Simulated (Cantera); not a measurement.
Cantera run, input and output.

```python
import numpy as np
import cantera as ct

gas = ct.Solution("h2o2.yaml")
gas.TPX = 475, 14000, {'H2': 1, 'O2': 0.357, 'N2': 1.36}
flame = ct.FreeFlame(gas, width=0.16)
flame.set_refine_criteria(ratio=3, slope=0.08, curve=0.16)
flame.transport_model = "mixture-averaged"
flame.solve(loglevel=0, auto=True)
z, T = flame.grid, flame.T
thick = (T[-1] - T[0]) / np.gradient(T, z).max()
show = ['H2', 'O2', 'H', 'O', 'H2O2', 'OH']
print(f"laminar burning velocity  {flame.velocity[0] * 100:.3f} cm/s")
print(f"burnt temperature         {T[-1]:.1f} K")
print(f"thermal thickness         {thick * 1e3:.4f} mm")
print(f"grid points               {len(z)}")
z0 = z[flame.heat_release_rate.argmax()]
print(f"{'z/mm':>9s}{'T/K':>9s}{'u/(m/s)':>9s}" + "".join(f"{s:>11s}" for s in show))
rows = []
for k in (-3, -2, -1.5, -1, -0.5, -0.25, 0, 0.25, 0.5, 1, 2, 4, 8):
    zz = z0 + k * thick
    rows.append([k * thick, np.interp(zz, z, T), np.interp(zz, z, flame.velocity),
                 *(np.interp(zz, z, flame.X[gas.species_index(s)]) for s in show)])
    print(f"{rows[-1][0] * 1e3:9.3f}{rows[-1][1]:9.1f}{rows[-1][2]:9.3f}" + "".join(f"{x:11.3e}" for x in rows[-1][3:]))
```

It prints:

```
laminar burning velocity  459.125 cm/s
burnt temperature         2349.4 K
thermal thickness         5.4724 mm
grid points               142
     z/mm      T/K  u/(m/s)         H2         O2          H          O       H2O2         OH
  -16.417    475.0    4.591  3.681e-01  1.314e-01  1.684e-19  1.024e-19 -2.830e-17  1.427e-21
  -10.945    475.0    4.591  3.681e-01  1.314e-01  7.179e-15  5.828e-16  1.621e-17  8.345e-18
   -8.209    475.0    4.591  3.681e-01  1.314e-01  7.035e-12  1.732e-13  1.819e-14  2.675e-15
   -5.472    475.0    4.591  3.681e-01  1.314e-01  7.547e-09  9.135e-11  1.757e-11  3.896e-12
   -2.736    481.8    4.651  3.668e-01  1.314e-01  1.334e-04  4.502e-06  1.369e-06  2.934e-05
   -1.368    653.3    6.215  3.405e-01  1.268e-01  9.149e-03  1.653e-04  3.540e-06  4.287e-04
    0.000   1087.5   10.028  1.980e-01  7.839e-02  7.496e-02  5.862e-03  4.697e-07  2.499e-03
    1.368   1359.1   12.392  9.447e-02  1.796e-02  1.131e-01  8.698e-03  5.289e-07  6.013e-03
    2.736   1467.5   13.291  8.864e-02  1.098e-02  1.071e-01  8.203e-03  4.592e-07  7.595e-03
    5.472   1592.0   14.295  9.426e-02  9.215e-03  9.278e-02  7.653e-03  3.241e-07  9.321e-03
   10.945   1730.6   15.379  1.001e-01  7.496e-03  7.674e-02  6.597e-03  1.870e-07  1.086e-02
   21.890   1876.2   16.485  1.050e-01  5.613e-03  6.053e-02  5.132e-03  9.797e-08  1.176e-02
   43.779   2017.6   17.527  1.087e-01  3.792e-03  4.541e-02  3.534e-03  5.170e-08  1.162e-02
```

Model: the H2/O2 subset of GRI-Mech 3.0, which has no nitrogen chemistry, integrated in Cantera. Burning velocities carry a grid error of a few per cent, more on coarse grids.
